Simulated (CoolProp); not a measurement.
Vapour-liquid equilibrium of benzene (1) + ethanol (2) at 36.8 kPa; x and y are mole fractions of (1).

The numbers come from the multi-fluid Helmholtz-energy mixture model, Thol 2012 and Schroeder 2014; pair parameters Bell 2016 in CoolProp.

| x | bubble temperature (K) | y at the bubble point | dew temperature at overall composition x (K) | liquid density (mol/L) |
|---|---|---|---|---|
| 0.05 | 324.7 | 0.181 | 327.1 | 16.08 |
| 0.15 | 319.7 | 0.415 | 325.3 | 15.32 |
| 0.25 | 316.8 | 0.531 | 323.3 | 14.61 |
| 0.35 | 315.6 | 0.584 | 321.2 | 13.93 |
| 0.45 | 315.2 | 0.604 | 318.8 | 13.32 |
| 0.55 | 315.1 | 0.610 | 316.3 | 12.76 |
| 0.65 | 315.1 | 0.613 | 315.6 | 12.26 |
| 0.75 | 315.2 | 0.625 | 317.8 | 11.82 |
| 0.85 | 316.0 | 0.669 | 320.2 | 11.42 |
| 0.95 | 319.3 | 0.812 | 322.5 | 11.04 |

y crosses x between x = 0.55 and 0.65: the model has an azeotrope there.

Pair parameters are fitted to limited data, so mixtures are less certain than the pure fluids.
